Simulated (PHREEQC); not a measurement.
Solution (25 °C): 0.0034 mol H2SO4, 0.0016 mol LiCl and 3.2e-05 mol Fe2(SO4)3 per kg of water. Closed to the air; pH follows from the charge balance.

Equilibrium calculation in PHREEQC: ion-association model, wateq4f.dat.

The ionic strength comes out as 0.0100 mol/kgw. What activity coefficients do Fe(SO4)2-, FeOH+2, H+, HSO4-, Cl- get?

Fe(SO4)2- 0.90, FeOH+2 0.67, H+ 0.91, HSO4- 0.90, Cl- 0.90.

Precipitation was switched off in this run. Examples of supersaturated solids here: Hematite (slow to form), Goethite (slow to form). Others may be too. Complexes and solids missing from the database can't appear.
